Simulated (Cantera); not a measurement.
## NO annealing gas

An isothermal, constant-pressure homogeneous reactor starts with NO : N2 = 1 : 0.17 (molar parts), at 2223 K and 3600 Pa.

Detailed kinetics in Cantera: GRI-Mech 3.0 (53 species, 325 reactions). Radical loss at walls, strong at low pressure, is not modelled.

| t (s) | x NO | x NO2 | x N2 | x O | x O2 | x N2O |
|---|---|---|---|---|---|---|
| 1.00e-5 | 0.855 | 4.27e-10 | 0.145 | 1.31e-6 | 8.05e-10 | 1.31e-6 |
| 5.62e-5 | 0.855 | 1.31e-8 | 0.145 | 7.43e-6 | 2.57e-8 | 7.31e-6 |
| 0.000316 | 0.855 | 3.46e-7 | 0.145 | 4.32e-5 | 8.33e-7 | 3.93e-5 |
| 0.00178 | 0.854 | 5.38e-6 | 0.145 | 0.000282 | 3.04e-5 | 0.000174 |
| 0.0100 | 0.849 | 3.04e-5 | 0.147 | 0.00172 | 0.00127 | 0.000312 |
| 0.0562 | 0.807 | 6.30e-5 | 0.168 | 0.00359 | 0.0213 | 0.000224 |
| 0.316 | 0.516 | 0.000105 | 0.312 | 0.00704 | 0.164 | 6.77e-5 |
| 1.78 | 0.0419 | 1.35e-5 | 0.549 | 0.0105 | 0.399 | 4.40e-7 |
| 10.0 | 0.0158 | 5.17e-6 | 0.562 | 0.0106 | 0.412 | 1.41e-7 |
x: mole fraction; the columns are a selection and need not sum to one.

Equilibrium at this temperature and pressure: NO 0.0158, NO2 5.17e-6, N2 0.562, O 0.0106, O2 0.412, N2O 1.41e-7 (gas phase only).
